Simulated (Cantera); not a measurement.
An isothermal, constant-pressure homogeneous reactor starts with NO : N2 = 1 : 0.31 (molar parts), at 1950 K and 100000 Pa.

Cantera simulation using GRI-Mech 3.0 (53 species, 325 reactions); the numbers are that mechanism's predictions, not measurements.

### Question
Predict: x(NO) at 9.00 s; x(NO2) at 9.00 s; x(O) at 9.00 s; x(N2) at 9.00 s; x(O2) at 9.00 s; x(N2O) at 9.00 s.

### Answer
```json
{
  "x(NO) at 9.00 s": "0.0150 (gas-phase equilibrium 0.00791)",
  "x(NO2) at 9.00 s": "3.77e-5 (gas-phase equilibrium 1.99e-5)",
  "x(O) at 9.00 s": "0.000278 (gas-phase equilibrium 0.000279)",
  "x(N2) at 9.00 s": "0.611 (gas-phase equilibrium 0.614)",
  "x(O2) at 9.00 s": "0.374 (gas-phase equilibrium 0.378)",
  "x(N2O) at 9.00 s": "4.57e-7 (gas-phase equilibrium 3.94e-7)"
}
```
